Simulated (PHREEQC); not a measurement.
# Acid mine or pickling water

A made-up water analysis in mg/L, 25 °C, pH 3.63, pe 8.8: Na 137; K 30.8; Ca 138; Mg 29.2; Cl 212; S(6) as SO4 497; Cu(2) 10.3; Br 11.6.

Valence states are taken as typed.

All values are PHREEQC results (ion-association model, phreeqc.dat), not measurements.

Precipitation was switched off in this run.

Predict the ionic strength, specific conductance.

ionic strength 0.0224 mol/kgw; specific conductance 1730 µS/cm.

In which forms is Mg present?

Mg+2 76 %, MgSO4 24 % of the Mg.

Complexes and solids missing from the database can't appear.
